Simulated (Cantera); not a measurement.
What does this Cantera script print?

```python
import numpy as np
import cantera as ct

gas_names = """
    CL CL2 H HCL H2 Si SiCL SiCL2 SiCL3 SiCL4 SiH SiHCL3 SiH2 SiH2CL2 SiH3 SiH3CL SiH4 Si2 Si3
""".split()
cond_names = """
    Si(cr) Si(L)
""".split()


# ... load() reads the species with a 1 bar reference pressure and builds the phases ...
atoms = {
    'Si2Cl6': {'Si': 2, 'CL': 6},
    'HCl': {'H': 1, 'CL': 1},
    'H2': {'H': 2},
    'Cl2': {'CL': 2},
}
top_T = {}  # K; cautious upper limits of use, not melting points


# ... equilibrate(T, P, feed) seeds the gas with the atoms and calls Mixture.equilibrate('TP', solver="vcs", rtol=1e-11, max_steps=5000) ...
results = []
feed = {'Si2Cl6': 1, 'HCl': 0.77, 'H2': 9.9, 'Cl2': 0.011}  # mol
T = 1150  # K
P = 150  # Pa
mix = equilibrate(T, P, feed)
results.append((T, P, feed, dict(zip(mix.species_names, mix.species_moles))))
print(gas.report(threshold=0.0001))
for i in range(1, mix.n_phases):
    print(f"{mix.phase(i).name:16s} {mix.phase_moles(i):12.5e} mol")
```

It prints:

```
       temperature   1150 K
          pressure   150 Pa
           density   0.00037851 kg/m^3
  mean mol. weight   24.128 kg/kmol
   phase of matter   gas

                          1 kg             1 kmol
                     ---------------   ---------------
          enthalpy       -1.4978e+06       -3.6139e+07  J
   internal energy       -1.8941e+06         -4.57e+07  J
           entropy             11274        2.7202e+05  J/K
    Gibbs function       -1.4463e+07       -3.4896e+08  J
 heat capacity c_p            1571.3             37911  J/K
 heat capacity c_v            1226.7             29597  J/K

                      mass frac. Y      mole frac. X     chem. pot. / RT
                     ---------------   ---------------   ---------------
               HCL           0.20522           0.13581           -42.797
                H2          0.061176           0.73217           -24.678
             SiCL2           0.22742          0.055434           -64.877
             SiCL3            0.0922          0.016548           -95.334
             SiCL4           0.38044          0.054033           -125.79
            SiHCL3          0.033206         0.0059154           -107.67
     [  +13 minor]        0.00034159        8.3524e-05

Si(cr)            3.09423e-01 mol
```

Method: chemical equilibrium by Gibbs-energy minimisation in Cantera with the NASA 1993 tables (ideal gas, pure condensed phases). The feed counts by its element totals alone. The tables' values for SiCl3 are old estimates; treat these amounts as uncertain.
